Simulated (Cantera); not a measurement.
A freely propagating, adiabatic, planar premixed flame of H₂ : O₂ : N₂ : H₂O = 1 : 0.294 : 1.11 : 0.53 (molar parts), equivalence ratio 1.7, unburnt at 500 K and 1280 Torr; mixture-averaged transport, grid criteria slope 0.08 and curve 0.16, no radiation.

Detailed kinetics in Cantera: the H2/O2 subset of GRI-Mech 3.0, which has no nitrogen chemistry. Burning velocities carry a grid error of a few per cent, more on coarse grids.

Task: What does this change do: O2 0.294 to 0.37 parts?

Result: 
```json
[
 {"quantity": "laminar burning velocity", "before": "417 cm/s", "after": "515 cm/s"},
 {"quantity": "thermal thickness", "before": "0.180 mm", "after": "0.175 mm"},
 {"quantity": "peak x(H₂O₂)", "before": "6.35e-5", "after": "7.36e-5"},
 {"quantity": "peak x(OH)", "before": "0.00464", "after": "0.0115"},
 {"quantity": "peak x(HO₂)", "before": "0.000711", "after": "0.000842"}
]
```

Task: What does this change do: H2 1 to 0.75 parts?

Result: 
| quantity | before | after |
|---|---|---|
| laminar burning velocity | 417 cm/s | 353 cm/s |
| thermal thickness | 0.180 mm | 0.187 mm |
| peak x(H₂O₂) | 6.35e-5 | 7.61e-5 |
| peak x(OH) | 0.00464 | 0.00829 |
| peak x(HO₂) | 0.000711 | 0.000741 |
